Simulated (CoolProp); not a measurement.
Vapour-liquid equilibrium of R114 (1) + n-hexane (2) at 0.123 MPa; x and y are mole fractions of (1).

The numbers come from the multi-fluid Helmholtz-energy mixture model, Platzer 1990 and Thol 2019; pair parameters Bell 2016 in CoolProp. This equation is an older, rougher fit; its heat capacities, sound speeds and derivatives of the liquid may be far off and weren't checked against measurements.

**Question.** Give the bubble temperature and the first vapour's composition at x = 0.35, 0.8, 0.95. Is there an azeotrope?

**Answer.** x = 0.35: 301.5 K, y = 0.860; x = 0.8: 286.6 K, y = 0.967; x = 0.95: 283.1 K, y = 0.991. No azeotrope shows between x = 0.05 and 0.95.

Pair parameters are fitted to limited data, so mixtures are less certain than the pure fluids.
